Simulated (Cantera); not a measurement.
Hydrocarbon pyrolysis for carbon deposition

An isothermal, constant-pressure homogeneous reactor starts with 5.88 % CH4, 94.1 % N2, at 1973 K and 20.0 Torr.

Computed with Cantera and GRI-Mech 3.0 (53 species, 325 reactions). GRI-Mech 3.0 stops at C3 and has no aromatics, soot or wall deposition, so with more carbon than oxygen in the feed, carbon stays in small species such as C2H2 where larger ones or solid carbon would form. Radical loss at walls, strong at low pressure, is not modelled.

| t (s) | x CH4 | x C2H4 | x C2H | x C2H6 | x H | x H2 | x C2H2 |
|---|---|---|---|---|---|---|---|
| 6.00e-5 | 0.0588 | 6.72e-9 | <1e-12 | 4.77e-10 | 6.84e-6 | 2.89e-5 | 2.81e-11 |
| 0.000251 | 0.0585 | 9.31e-7 | <1e-12 | 2.70e-8 | 7.15e-6 | 0.000144 | 1.87e-8 |
| 0.00105 | 0.0574 | 7.52e-5 | 9.35e-10 | 7.09e-7 | 1.30e-5 | 0.000778 | 7.16e-6 |
| 0.00441 | 0.0456 | 0.00254 | 3.09e-7 | 7.54e-6 | 0.000120 | 0.0128 | 0.00196 |
| 0.0185 | 0.0109 | 0.000393 | 2.80e-6 | 1.54e-6 | 0.000504 | 0.0658 | 0.0215 |
| 0.0775 | 0.00107 | 8.08e-6 | 5.53e-6 | 3.73e-8 | 0.000971 | 0.0810 | 0.0271 |
| 0.325 | 5.57e-5 | 5.60e-7 | 9.46e-6 | 2.35e-10 | 0.00166 | 0.0823 | 0.0276 |
| 1.36 | 6.83e-7 | 4.75e-7 | 1.32e-5 | <1e-12 | 0.00231 | 0.0821 | 0.0276 |
| 5.70 | 3.61e-7 | 4.72e-7 | 1.37e-5 | <1e-12 | 0.00238 | 0.0820 | 0.0276 |
| 23.9 | 3.76e-7 | 4.72e-7 | 1.37e-5 | <1e-12 | 0.00238 | 0.0820 | 0.0276 |
| 100 | 4.33e-7 | 4.71e-7 | 1.36e-5 | <1e-12 | 0.00238 | 0.0820 | 0.0276 |
x: mole fraction; the columns are a selection and need not sum to one.

Equilibrium at this temperature and pressure: CH4 8.06e-7, C2H4 8.78e-8, C2H 2.54e-6, C2H6 <1e-12, H 0.00238, H2 0.0821, C2H2 0.00514 (gas phase only).
